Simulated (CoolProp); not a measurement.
20 sccm (0 °C, 1 atm) of nitrogen bubbles through liquid ethanol at 306.1 K and leaves saturated at a total pressure of 0.15 MPa (ideal gas phase). Each further row changes one setting.

The numbers come from the reference Helmholtz-energy equation of state, Schroeder 2014 in CoolProp.

```json
[
 {"case": "as stated", "vapour pressure (kPa)": "12.3", "mole fraction of vapour": "___", "delivery (mg/min)": "3.67", "delivery (sccm)": "1.79", "change of delivery for a bath 1 K warmer (%)": "___"},
 {"case": "bath temperature 311.1 K", "vapour pressure (kPa)": "___", "mole fraction of vapour": "0.107", "delivery (mg/min)": "___", "delivery (sccm)": "___", "change of delivery for a bath 1 K warmer (%)": "6.0"},
 {"case": "total pressure 0.3 MPa", "vapour pressure (kPa)": "12.3", "mole fraction of vapour": "0.0410", "delivery (mg/min)": "___", "delivery (sccm)": "___", "change of delivery for a bath 1 K warmer (%)": "___"}
]
```

Q: Complete the blanks.

A: 
- as stated, mole fraction of vapour: 0.0821
- as stated, change of delivery for a bath 1 K warmer (%): 6.1
- bath temperature 311.1 K, vapour pressure (kPa): 16.1
- bath temperature 311.1 K, delivery (mg/min): 4.93
- bath temperature 311.1 K, delivery (sccm): 2.40
- total pressure 0.3 MPa, delivery (mg/min): 1.76
- total pressure 0.3 MPa, delivery (sccm): 0.856
- total pressure 0.3 MPa, change of delivery for a bath 1 K warmer (%): 5.8
